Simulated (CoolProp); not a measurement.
R236FA along the isobar 152 bar: density (kg/m³) from the reference equation and from simpler models built on Tc = 124.9 °C, pc = 31.91 bar, ω = 0.377; each cubic takes its own stable root.

Computed with CoolProp (reference Helmholtz-energy equation of state, Pan 2012).

| T (°C) | phase | reference | Soave-Redlich-Kwong | Peng-Robinson |
|---|---|---|---|---|
| 9.55 | liquid | 1462 | ___ | ___ |
| 20.25 | liquid | ___ | 1323 | 1487 |
| 30.85 | liquid | 1405 | ___ | 1459 |
| 41.55 | liquid | 1376 | 1272 | 1429 |
| 52.25 | liquid | ___ | 1245 | 1398 |
| 62.85 | liquid | 1316 | 1216 | ___ |
| 73.55 | liquid | 1285 | 1187 | 1331 |
| 84.15 | liquid | 1253 | 1156 | 1295 |
| 94.85 | liquid | 1221 | 1124 | 1258 |
| 105.55 | liquid | 1188 | 1090 | 1218 |
| 116.15 | liquid | 1154 | 1056 | 1178 |
| 126.85 | supercritical | 1119 | 1020 | 1136 |

Question: Fill in the missing entries.

Answer: 
- 9.55, Soave-Redlich-Kwong: 1347
- 9.55, Peng-Robinson: 1514
- 20.25, reference: 1434
- 30.85, Soave-Redlich-Kwong: 1298
- 52.25, reference: 1346
- 62.85, Peng-Robinson: 1366
